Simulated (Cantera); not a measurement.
Feed: 1 mol SiHCl3, 0.12 mol C2H2, 9.8 mol H2, at 2425 K and 75.0 Torr.

Method: chemical equilibrium by Gibbs-energy minimisation in Cantera with the NASA 1993 tables (ideal gas, pure condensed phases). Candidate condensed phases: C, C6H6, C7H8, C8H18, Si, SiC; 109 gas species. The tables' values for SiCl, SiCl3 are old estimates; treat these amounts as uncertain. Gases not in the tables: Si2H6 and higher silanes. Equilibrium is a limit: real reactors are often held back by kinetics, nucleation or transport.

Base state: H2 0.725, HCl 0.156, H 0.0482, SiCl2 0.0345, Si 0.0173, Cl 0.00740, SiCl 0.00551, Si2C 0.00203 (mole fractions); condensed: SiC(s).

Q: What changes in the equilibrium state with this change: H2 from 9.8 to 1.5 mol?

A: 
| species | before | after |
|---|---|---|
| HCl | 0.156 | 0.382 |
| H2 | 0.725 | 0.351 |
| SiCl2 | 0.0345 | 0.185 |
| Cl | 0.00740 | 0.0260 |
| Si | 0.0173 | 0.00753 |
| H | 0.0482 | 0.0335 |
| SiCl4 | 3.60e-7 | 2.37e-5 |
| SiCl3 | 0.000136 | 0.00255 |
| SiHCl3 | 1.30e-6 | 1.70e-5 |
| SiC(s), mol | 0.192 | 0.220 |
